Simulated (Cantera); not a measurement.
## Silicon nitride deposition: SiCl4 + N2 + H2

Feed: 1 mol SiCl4, 0.48 mol N2, 2.1 mol H2, held at 0.00150 bar.

Method: chemical equilibrium by Gibbs-energy minimisation in Cantera with the NASA 1993 tables (ideal gas, pure condensed phases). Candidate condensed phases: NH4Cl, Si, Si3N4; 28 gas species. The tables' values for SiCl, SiCl3, SiN are old estimates; treat these amounts as uncertain. The numbers say what is thermodynamically allowed, not how fast it happens.

From 1775 K to 2075 K nothing is condensed. The main Si-bearing gas is SiCl2 throughout.

```json
[
 {"T (K)": "1775", "log p HCl": "-3.19", "log p H2": "-3.44", "log p SiCl2": "-3.50", "log p N2": "-3.80", "log p Cl": "-5.13", "log p H": "-5.26", "log p Si": "-6.71"},
 {"T (K)": "1825", "log p HCl": "-3.20", "log p H2": "-3.44", "log p SiCl2": "-3.50", "log p N2": "-3.81", "log p Cl": "-4.95", "log p H": "-5.08", "log p Si": "-6.36"},
 {"T (K)": "1875", "log p HCl": "-3.20", "log p H2": "-3.44", "log p SiCl2": "-3.50", "log p N2": "-3.81", "log p Cl": "-4.78", "log p H": "-4.91", "log p Si": "-6.03"},
 {"T (K)": "1925", "log p HCl": "-3.20", "log p H2": "-3.45", "log p SiCl2": "-3.50", "log p N2": "-3.81", "log p Cl": "-4.62", "log p H": "-4.74", "log p Si": "-5.72"},
 {"T (K)": "1975", "log p HCl": "-3.21", "log p H2": "-3.45", "log p SiCl2": "-3.51", "log p N2": "-3.81", "log p Cl": "-4.47", "log p H": "-4.59", "log p Si": "-5.42"},
 {"T (K)": "2025", "log p HCl": "-3.22", "log p H2": "-3.46", "log p SiCl2": "-3.52", "log p N2": "-3.82", "log p Cl": "-4.33", "log p H": "-4.45", "log p Si": "-5.15"},
 {"T (K)": "2075", "log p HCl": "-3.23", "log p H2": "-3.48", "log p SiCl2": "-3.54", "log p N2": "-3.83", "log p Cl": "-4.20", "log p H": "-4.31", "log p Si": "-4.90"}
]
```
log p: log10 of the partial pressure in bar; nothing condenses.
